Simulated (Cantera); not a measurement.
# Hydrocarbon pyrolysis for carbon deposition

An isothermal, constant-pressure homogeneous reactor starts with C3H8 : H2 = 1 : 2.6 (molar parts), at 1400 K and 42.8 Torr.

Detailed kinetics in Cantera: GRI-Mech 3.0 (53 species, 325 reactions). GRI-Mech 3.0 was tuned for natural gas; its chemistry of propane as a main component is partial and can be far from experiment. GRI-Mech 3.0 stops at C3 and has no aromatics, soot or wall deposition, so with more carbon than oxygen in the feed, carbon stays in small species such as C2H2 where larger ones or solid carbon would form.

| t (s) | x C3H8 | x H2 | x H | x CH3 | x C2H | x C2H6 |
|---|---|---|---|---|---|---|
| 9.00e-6 | 0.277 | 0.722 | 1.78e-5 | 0.000422 | <1e-12 | 1.52e-5 |
| 3.53e-5 | 0.273 | 0.720 | 6.18e-5 | 0.00215 | <1e-12 | 0.000168 |
| 0.000138 | 0.243 | 0.705 | 0.000173 | 0.00705 | 1.12e-11 | 0.00194 |
| 0.000541 | 0.122 | 0.644 | 0.000250 | 0.00656 | 7.62e-10 | 0.0102 |
| 0.00212 | 0.00891 | 0.592 | 0.000213 | 0.00181 | 6.82e-9 | 0.00664 |
| 0.00830 | 0.000111 | 0.599 | 5.23e-5 | 0.000323 | 3.90e-9 | 0.00127 |
| 0.0325 | 3.34e-7 | 0.609 | 1.81e-5 | 0.000107 | 2.03e-9 | 0.000208 |
| 0.127 | 7.44e-8 | 0.624 | 1.13e-5 | 6.29e-5 | 1.85e-9 | 6.33e-5 |
| 0.499 | 2.30e-8 | 0.646 | 1.08e-5 | 5.49e-5 | 2.55e-9 | 3.28e-5 |
| 1.95 | 5.42e-9 | 0.657 | 1.05e-5 | 5.02e-5 | 2.78e-9 | 1.99e-5 |
| 7.66 | 4.95e-9 | 0.664 | 1.08e-5 | 4.80e-5 | 2.88e-9 | 1.82e-5 |
| 30.0 | 4.17e-9 | 0.686 | 1.21e-5 | 4.12e-5 | 3.25e-9 | 1.37e-5 |
x: mole fraction; the columns are a selection and need not sum to one.

Equilibrium at this temperature and pressure: C3H8 2.21e-9, H2 0.739, H 1.76e-5, CH3 2.13e-5, C2H 4.84e-9, C2H6 5.98e-6 (gas phase only).
